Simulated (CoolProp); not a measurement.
c-C4F8 (RC318) at 298.15 K and 0.209 MPa is throttled through a valve to 0.0586 MPa with no heat exchange. Each further row changes one setting.

Model: reference Helmholtz-energy equation of state, Platzer 1990, in CoolProp. This equation is an older, rougher fit.

| case | temperature change (K) | final density (kg/m³) |
|---|---|---|
| as stated | -2.5 | 4.85 |
| outlet pressure 0.0176 MPa | -3.1 | 1.44 |
| outlet pressure 0.0762 MPa | -2.2 | 6.34 |
